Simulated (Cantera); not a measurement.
Feed: 1 mol SiHCl3, 2 mol NH3, 2.5 mol H2, equilibrated at 0.760 bar.

Cantera equilibrium calculation (NASA polynomials, part measured and part estimated; ideal gas, pure solids and liquids). Candidate condensed phases: NH4Cl, Si, Si3N4; 28 gas species. Mutual solubility and eutectic melting of coexisting phases are not modelled. Gases not in the tables: Si2H6 and higher silanes. Kinetics and transport are ignored.

Problem. What share of the Si ends up in condensed phases as a function of T (K), at 1648, 1673, 1698, 1723, 1748, 1773, 1798, 1823, 1848, 1873, 1898, 1923, 1948?

Solution. 
```csv
T (K),Si condensed (%),as
1648,68.3,Si3N4(s)
1673,64.8,Si3N4(s)
1698,60.9,Si3N4(s)
1723,56.8,Si3N4(s)
1748,52.4,Si3N4(s)
1773,47.9,Si3N4(s)
1798,43.2,Si3N4(s)
1823,38.6,Si3N4(s)
1848,34.0,Si3N4(s)
1873,29.4,Si3N4(s)
1898,24.9,Si3N4(s)
1923,20.6,Si3N4(s)
1948,16.5,Si(l) + Si3N4(s)
```
